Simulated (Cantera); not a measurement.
An isothermal, constant-pressure homogeneous reactor starts with N2O : N2 = 1 : 0.0071 (molar parts), at 1075 K and 1.01 bar.

Computed with Cantera and GRI-Mech 3.0 (53 species, 325 reactions). GRI-Mech 3.0 was tuned for natural gas; its chemistry of N2O as a main component is partial and can be far from experiment. The mechanism lacks the step 2 NO + O2 → 2 NO2, which can matter for NO2 below about 1400 K. The temperature is held fixed by assumption; the heat of reaction is taken as removed at once.

x: mole fraction; the columns are a selection and need not sum to one.

```tsv
t (s)	x N2O	x O2	x NO2	x N2	x NO	x O
0.000700	0.993	1.33e-5	8.26e-11	0.00708	1.71e-6	1.93e-7
0.00203	0.993	3.90e-5	7.06e-10	0.00713	5.01e-6	1.93e-7
0.00591	0.993	0.000114	[?]	0.00728	1.46e-5	1.93e-7
0.0172	0.992	0.000330	[?]	0.00773	4.24e-5	1.93e-7
0.0499	0.990	0.000959	[?]	0.00902	0.000123	1.93e-7
0.145	0.984	0.00277	[?]	0.0128	0.000354	1.92e-7
0.421	0.968	0.00795	[?]	0.0234	0.00101	1.90e-7
1.22	0.922	0.0222	[?]	0.0528	0.00279	1.86e-7
3.55	0.807	0.0583	[?]	0.127	0.00718	1.72e-7
10.3	0.575	0.132	[?]	0.278	0.0154	1.42e-7
30.0	0.267	0.230	[?]	0.479	0.0242	8.68e-8
```

Question: Fill in the missing entries.

Answer: 
- 0.00591, x NO2: 5.91e-9
- 0.0172, x NO2: 4.81e-8
- 0.0499, x NO2: 3.67e-7
- 0.145, x NO2: 2.37e-6
- 0.421, x NO2: 1.11e-5
- 1.22, x NO2: 3.74e-5
- 3.55, x NO2: 0.000102
- 10.3, x NO2: 0.000225
- 30.0, x NO2: 0.000358
